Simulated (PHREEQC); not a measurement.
Solution (25 °C): 1 mol/kgw NaOH and 0.12 mol/kgw NaHCO3. Closed to the air; pH follows from the charge balance.

The numbers come from PHREEQC with the Pitzer model, pitzer.dat.

| quantity | before | after |
|---|---|---|
| pH | 13.79 | 7.60 |
| ionic strength (mol/kgw) | 1.24 | 3.12 |
| HCO3- (mol/kgw) | 8.76e-6 | 0.117 |
| SI of Natron (Na2CO3:10H2O) | -1.52 | -3.49 |
| SI of Nahcolite (NaHCO3) | -5.07 | -0.99 |

Question: What was changed between the two runs?
A) NaOH from 1 to 1.1 mol/kgw
B) NaOH replaced by Na2SO4 at the same molality
C) NaOH left out
D) NaHCO3 from 0.12 to 0.6 mol/kgw

Answer: B, NaOH replaced by Na2SO4 at the same molality

Precipitation was switched off in this run. In brines, pH and single-ion activities rest on the MacInnes convention.
